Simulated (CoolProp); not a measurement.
Vapour-liquid equilibrium of R1234yf (1) + R134a (2) at 0.00194 MPa; x and y are mole fractions of (1).

Model: multi-fluid Helmholtz-energy mixture model, Lemmon 2022 and Tillner-Roth 1994; pair parameters Bell 2022, in CoolProp.

```json
[
 {"x": "0.05", "bubble temperature (K)": "185.0", "y at the bubble point": "0.110", "dew temperature at overall composition x (K)": "185.4", "liquid density (mol/L)": "15.03"},
 {"x": "0.15", "bubble temperature (K)": "183.9", "y at the bubble point": "0.277", "dew temperature at overall composition x (K)": "184.8", "liquid density (mol/L)": "14.72"},
 {"x": "0.25", "bubble temperature (K)": "183.0", "y at the bubble point": "0.398", "dew temperature at overall composition x (K)": "184.1", "liquid density (mol/L)": "14.43"},
 {"x": "0.35", "bubble temperature (K)": "182.4", "y at the bubble point": "0.495", "dew temperature at overall composition x (K)": "183.4", "liquid density (mol/L)": "14.14"},
 {"x": "0.45", "bubble temperature (K)": "181.9", "y at the bubble point": "0.576", "dew temperature at overall composition x (K)": "182.7", "liquid density (mol/L)": "13.86"},
 {"x": "0.55", "bubble temperature (K)": "181.5", "y at the bubble point": "0.650", "dew temperature at overall composition x (K)": "182.1", "liquid density (mol/L)": "13.60"},
 {"x": "0.65", "bubble temperature (K)": "181.2", "y at the bubble point": "0.721", "dew temperature at overall composition x (K)": "181.5", "liquid density (mol/L)": "13.34"},
 {"x": "0.75", "bubble temperature (K)": "181.0", "y at the bubble point": "0.793", "dew temperature at overall composition x (K)": "181.1", "liquid density (mol/L)": "13.10"},
 {"x": "0.85", "bubble temperature (K)": "180.8", "y at the bubble point": "0.869", "dew temperature at overall composition x (K)": "180.8", "liquid density (mol/L)": "12.86"},
 {"x": "0.95", "bubble temperature (K)": "180.7", "y at the bubble point": "0.953", "dew temperature at overall composition x (K)": "180.7", "liquid density (mol/L)": "12.63"}
]
```

No azeotrope shows between x = 0.05 and 0.95.

Pair parameters are fitted to limited data, so mixtures are less certain than the pure fluids.
